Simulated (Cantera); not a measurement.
An isothermal, constant-pressure homogeneous reactor starts with CH4 : N2 = 1 : 5 (molar parts), at 1625 K and 0.0133 bar.

Detailed kinetics in Cantera: GRI-Mech 3.0 (53 species, 325 reactions). GRI-Mech 3.0 stops at C3 and has no aromatics, soot or wall deposition, so with more carbon than oxygen in the feed, carbon stays in small species such as C2H2 where larger ones or solid carbon would form. Radical loss at walls, strong at low pressure, is not modelled.

x: mole fraction; the columns are a selection and need not sum to one.

```tsv
t (s)	x CH4	x CH2	x H	x C2H6	x C2H	x C2H2	x H2
2.00e-5	0.167	<1e-12	1.08e-7	<1e-12	<1e-12	<1e-12	7.77e-8
0.000100	0.167	1.53e-12	1.54e-7	<1e-12	<1e-12	<1e-12	7.77e-7
0.000502	0.167	3.13e-11	1.55e-7	1.49e-10	<1e-12	<1e-12	(withheld)
0.00252	0.167	6.52e-10	1.58e-7	1.70e-8	<1e-12	3.20e-10	2.34e-5
0.0126	0.166	1.48e-8	2.58e-7	1.19e-6	<1e-12	2.30e-7	0.000141
0.0632	0.163	2.70e-7	3.30e-6	3.48e-5	6.54e-10	0.000178	0.00343
0.317	0.0968	6.06e-7	5.89e-5	4.76e-5	6.80e-8	0.0258	0.0856
1.59	0.0263	2.76e-7	0.000140	4.55e-6	1.79e-7	0.0598	0.180
7.96	0.00312	8.23e-8	0.000247	1.19e-7	3.16e-7	0.0700	0.210
39.9	0.000396	1.35e-8	0.000283	2.34e-9	3.62e-7	0.0712	0.214
200	(withheld)	(withheld)	0.000285	2.27e-10	3.64e-7	0.0714	0.214
```

### Question
Some entries are withheld; supply them.

### Answer

- 0.000502, x H2: 4.51e-6
- 200, x CH4: 0.000101
- 200, x CH2: 3.49e-9
